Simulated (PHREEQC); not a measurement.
0.042 g of hydrous ferric oxide (600 m²/g; 0.2 weak and 0.005 strong sites per Fe, Dzombak-Morel constants, diffuse double layer) in 1 kg of water with 0.001 mol/kgw of an inert sodium salt and 0.023 mmol/kgw NiCl2 and 0.0051 mmol/kgw NaH2PO4, at 25 °C; the pH is set by adding NaOH or the inert anion's acid. O2 is buffered at 0.21 atm. No CO2 enters from the air. No solid was allowed to form.

Base run: PHREEQC, ion-association model, wateq4f.dat. Each further column changes one thing. The table gives Ni sorbed (%).

```json
[
 {"pH": "4", "base": "0.0", "no electrostatic term (-no_edl)": "0.0", "background salt from 0.001 to 0.0001 mol/kgw": "0.0", "oxide from 0.042 to 0.21 g/kgw": "0.0"},
 {"pH": "4.38", "base": "0.0", "no electrostatic term (-no_edl)": "0.0", "background salt from 0.001 to 0.0001 mol/kgw": "0.0", "oxide from 0.042 to 0.21 g/kgw": "0.0"},
 {"pH": "4.75", "base": "0.0", "no electrostatic term (-no_edl)": "0.1", "background salt from 0.001 to 0.0001 mol/kgw": "0.0", "oxide from 0.042 to 0.21 g/kgw": "0.1"},
 {"pH": "5.5", "base": "0.5", "no electrostatic term (-no_edl)": "2.0", "background salt from 0.001 to 0.0001 mol/kgw": "0.5", "oxide from 0.042 to 0.21 g/kgw": "2.1"},
 {"pH": "5.88", "base": "2.3", "no electrostatic term (-no_edl)": "6.3", "background salt from 0.001 to 0.0001 mol/kgw": "2.3", "oxide from 0.042 to 0.21 g/kgw": "8.9"},
 {"pH": "6.25", "base": "6.4", "no electrostatic term (-no_edl)": "12.0", "background salt from 0.001 to 0.0001 mol/kgw": "6.5", "oxide from 0.042 to 0.21 g/kgw": "25.0"},
 {"pH": "6.62", "base": "12.0", "no electrostatic term (-no_edl)": "23.2", "background salt from 0.001 to 0.0001 mol/kgw": "12.1", "oxide from 0.042 to 0.21 g/kgw": "45.9"},
 {"pH": "7.38", "base": "47.5", "no electrostatic term (-no_edl)": "75.4", "background salt from 0.001 to 0.0001 mol/kgw": "48.4", "oxide from 0.042 to 0.21 g/kgw": "89.6"},
 {"pH": "7.75", "base": "74.1", "no electrostatic term (-no_edl)": "89.7", "background salt from 0.001 to 0.0001 mol/kgw": "75.0", "oxide from 0.042 to 0.21 g/kgw": "97.7"},
 {"pH": "8.12", "base": "91.4", "no electrostatic term (-no_edl)": "95.5", "background salt from 0.001 to 0.0001 mol/kgw": "91.9", "oxide from 0.042 to 0.21 g/kgw": "99.5"},
 {"pH": "8.5", "base": "98.0", "no electrostatic term (-no_edl)": "97.8", "background salt from 0.001 to 0.0001 mol/kgw": "98.1", "oxide from 0.042 to 0.21 g/kgw": "99.9"},
 {"pH": "9.25", "base": "99.9", "no electrostatic term (-no_edl)": "98.8", "background salt from 0.001 to 0.0001 mol/kgw": "99.9", "oxide from 0.042 to 0.21 g/kgw": "100.0"},
 {"pH": "9.62", "base": "99.9", "no electrostatic term (-no_edl)": "98.0", "background salt from 0.001 to 0.0001 mol/kgw": "99.9", "oxide from 0.042 to 0.21 g/kgw": "100.0"},
 {"pH": "10", "base": "100.0", "no electrostatic term (-no_edl)": "93.7", "background salt from 0.001 to 0.0001 mol/kgw": "100.0", "oxide from 0.042 to 0.21 g/kgw": "100.0"}
]
```

In at least one series the solution becomes supersaturated in solids that the run did not let form, among them Ni(OH)2. H3PO4, which wateq4f.dat lacks, is added to it with the constant of phreeqc.dat. The database has no phosphate complexes of Ni.
